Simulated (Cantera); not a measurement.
A closed system holds: 1 mol SiCl4, 0.36 mol H2, held at 927 °C and 9.20 bar.

Equilibrium computed with Cantera from the NASA thermochemical tables; the gas is ideal and each condensed phase is pure. Candidate condensed phases: Si; 19 gas species. The tables' values for SiCl3 are old estimates; treat these amounts as uncertain. The numbers say what is thermodynamically allowed, not how fast it happens.

### Question
What is the equilibrium state?

### Answer
- x(SiCl4) = 0.669
- x(H2) = 0.202
- x(HCl) = 0.0650
- x(SiHCl3) = 0.0566
- x(SiCl3) = 0.00611
- x(SiH2Cl2) = 0.000628
- x(SiCl2) = 0.000490
- x(SiH3Cl) = 1.90e-6
- gas amount = 1.365 mol
- log10 activity of Si(s) (absent) = -2.00
